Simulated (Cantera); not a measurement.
**Equilibrium for chlorosilane synthesis and conversion: SiCl4 + H2**

Charge: 1 mol SiCl4, 9.4 mol H2, at 1448.15 K.

Method: chemical equilibrium by Gibbs-energy minimisation in Cantera with the NASA 1993 tables (ideal gas, pure condensed phases). Candidate condensed phases: Si; 19 gas species. The tables' values for SiCl3 are old estimates; treat these amounts as uncertain. Rates play no part.

```csv
P (Pa),x H2,x HCl,x SiCl2,x SiHCl3,x SiCl4,x SiCl3,x SiH2Cl2
10000,0.764,0.146,0.0650,0.00370,0.00828,0.0121,0.000256
20000,0.775,0.135,0.0573,0.00604,0.0123,0.0139,0.000458
42000,0.787,0.122,0.0479,0.00959,0.0174,0.0151,0.000817
85000,0.799,0.109,0.0386,0.0140,0.0224,0.0153,0.00135
170000,0.810,0.0975,0.0296,0.0191,0.0269,0.0147,0.00210
350000,0.820,0.0869,0.0210,0.0250,0.0309,0.0133,0.00311
720000,0.827,0.0787,0.0139,0.0306,0.0340,0.0113,0.00426
1500000,0.832,0.0728,0.00835,0.0355,0.0363,0.00909,0.00538
3000000,0.835,0.0692,0.00483,0.0391,0.0378,0.00705,0.00625
```
x: gas mole fraction; nothing condenses.

From 75.0 Torr to 22500 Torr nothing is condensed. The main Si-bearing gas is SiCl2 at 75.0 Torr and SiHCl3 at 22500 Torr.
